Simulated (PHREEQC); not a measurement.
Consider water at 22 °C with 9.8e-05 mol Ca(OH)2 and 0.23 mol TMAH per kg of water. Closed to the air; pH follows from the charge balance.

All values are PHREEQC results (ion-association model, phreeqc.dat), not measurements.

Each row changes one thing in this solution. Precipitation was switched off in this run.

| case | pH | CaOH+ (mol/kgw) | Ca+2 (mol/kgw) |
|---|---|---|---|
| as made | 13.30 | 5.70e-5 | 4.10e-5 |
| temperature from 22 to 45 °C | 12.60 | 2.04e-5 | (withheld) |
| Ca(OH)2 replaced by CaSO4 at the same molality | 13.30 | (withheld) | 4.10e-5 |
| Ca(OH)2 from 9.8e-05 to 4.9e-05 mol/kgw | 13.30 | 2.85e-5 | 2.05e-5 |
| diluted 100-fold with water | 11.44 | 3.65e-8 | 9.44e-7 |
| TMAH from 0.23 to 0.46 mol/kgw | 13.57 | 6.75e-5 | (withheld) |
| TMAH from 0.23 to 0.345 mol/kgw | (withheld) | (withheld) | 3.47e-5 |
| Ca(OH)2 from 9.8e-05 to 0.00049 mol/kgw | 13.30 | 0.000285 | 0.000205 |

Fill in the missing entries.


- temperature from 22 to 45 °C, Ca+2 (mol/kgw): 7.76e-5
- Ca(OH)2 replaced by CaSO4 at the same molality, CaOH+ (mol/kgw): 5.69e-5
- TMAH from 0.23 to 0.46 mol/kgw, Ca+2 (mol/kgw): 3.05e-5
- TMAH from 0.23 to 0.345 mol/kgw, pH: 13.46
- TMAH from 0.23 to 0.345 mol/kgw, CaOH+ (mol/kgw): 6.33e-5

(CH3)4N+ isn't in the database: it is added as a free cation with an ion size of 4 Å. Constants without temperature data keep their 25 °C values here.
